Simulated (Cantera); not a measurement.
A perfectly stirred reactor is fed with CH4 : O2 : N2 = 1 : 2.3 : 5.78 (molar parts), equivalence ratio 0.87, at 160000 Pa; it is adiabatic with a 473 K inlet, and is followed from long to short residence time, starting on the burning branch (τ in s: 0.078, 0.03, 0.011, 0.0042, 0.0016, 0.0006, 0.00023, 8.6e-05, 3.3e-05, 1.2e-05, 4.7e-06).

Computed with Cantera and GRI-Mech 3.0 (53 species, 325 reactions).

Question: Predict: blow-out, bracketed by the residence times tried; x(CH4) at τ = 78.0 ms; x(O2) at τ = 78.0 ms; x(O) at τ = 78.0 ms; x(H2O2) at τ = 78.0 ms; x(CH4) at τ = 0.600 ms; x(O2) at τ = 0.600 ms; x(O) at τ = 0.600 ms; x(H2O2) at τ = 0.600 ms.

Answer: 
```json
{
 "blow_out_bracketed_by_the_residence_times_tried": "burning at 33.0 µs, out at 12.0 µs",
 "x(CH4) at τ = 78.0 ms": "8.02e-7",
 "x(O2) at τ = 78.0 ms": "0.0350",
 "x(O) at τ = 78.0 ms": "0.00209",
 "x(H2O2) at τ = 78.0 ms": "3.35e-7",
 "x(CH4) at τ = 0.600 ms": "6.93e-5",
 "x(O2) at τ = 0.600 ms": "0.0431",
 "x(O) at τ = 0.600 ms": "0.00414",
 "x(H2O2) at τ = 0.600 ms": "3.23e-7"
}
```
